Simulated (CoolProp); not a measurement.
Computed with CoolProp (reference Helmholtz-energy equation of state, Fiedler 2023).

Question: For tetrahydrofuran, give the phase and the density (kg/m³), Joule-Thomson coefficient (K/MPa), isothermal compressibility (1/MPa), fugacity coefficient at -49.85 °C and 7.01 MPa; 4.25 °C and 7.01 MPa.

Answer: 
- -49.85 °C and 7.01 MPa: liquid; density 966, Joule-Thomson coefficient -0.522, isothermal compressibility 0.000547, fugacity coefficient 3.96e-5
- 4.25 °C and 7.01 MPa: liquid; density 910, Joule-Thomson coefficient -0.455, isothermal compressibility 0.000798, fugacity coefficient 0.00145
